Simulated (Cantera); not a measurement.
An adiabatic, constant-volume homogeneous reactor starts with CH₄ : C₂H₆ : C₃H₈ : O₂ : N₂ = 1 : 0.14 : 0.46 : 6.39 : 24 (molar parts), at 1300 K and 750 Torr. Integrator tolerance rtol = 1e-08.

Computed with Cantera and GRI-Mech 3.0 (53 species, 325 reactions). GRI-Mech 3.0 was tuned for natural gas; its chemistry of propane as a main component is partial and can be far from experiment.

Task: What does this change do: 0.45 parts H2 added?

Result: 
```json
[
 {"quantity": "time of steepest temperature rise", "before": "0.863 ms", "after": "0.622 ms"},
 {"quantity": "temperature at 0.100 s", "before": "2744 K", "after": "2772 K"},
 {"quantity": "equilibrium temperature", "before": "2744 K", "after": "2772 K"},
 {"quantity": "x(CH₄) at 0.100 s", "before": "<1e-12 (gas-phase equilibrium <1e-12)", "after": "<1e-12 (gas-phase equilibrium <1e-12)"},
 {"quantity": "x(C₂H₆) at 0.100 s", "before": "<1e-12 (gas-phase equilibrium <1e-12)", "after": "<1e-12 (gas-phase equilibrium <1e-12)"},
 {"quantity": "x(C₃H₈) at 0.100 s", "before": "<1e-12 (gas-phase equilibrium <1e-12)", "after": "<1e-12 (gas-phase equilibrium <1e-12)"},
 {"quantity": "x(CH₂CO) at 0.100 s", "before": "<1e-12 (gas-phase equilibrium <1e-12)", "after": "<1e-12 (gas-phase equilibrium <1e-12)"},
 {"quantity": "x(H₂) at 0.100 s", "before": "0.00606 (gas-phase equilibrium 0.00606)", "after": "0.00774 (gas-phase equilibrium 0.00774)"},
 {"quantity": "x(NO₂) at 0.100 s", "before": "7.65e-6 (gas-phase equilibrium 7.65e-6)", "after": "6.92e-6 (gas-phase equilibrium 6.92e-6)"}
]
```
